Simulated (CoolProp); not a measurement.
A simple Rankine cycle with benzene: condensing at 321.15 K, boiler at 0.305 MPa, turbine inlet 408.8 K, turbine efficiency 0.75, pump efficiency 0.6, no recuperator. Each further row changes one setting.

Model: reference Helmholtz-energy equation of state, Thol 2012, in CoolProp.

| case | thermal efficiency (%) | net work (kJ/kg) | heat in (kJ/kg) | turbine exit temperature (K) | volume ratio over the turbine |
|---|---|---|---|---|---|
| as stated | 12.1 | 63.3 | 524 | 356.9 | 8.40 |
| turbine inlet 428.8 K | 12.1 | 67.1 | 556 | 377.7 | 8.40 |
| condensing temperature 313.15 K | 13.3 | 71.7 | 538 | 350.0 | 11.4 |
| boiler pressure 0.213 MPa | 10.3 | 54.4 | 527 | 366.1 | 5.89 |
| turbine efficiency 0.65 | 10.4 | 54.8 | 524 | 363.4 | 8.56 |
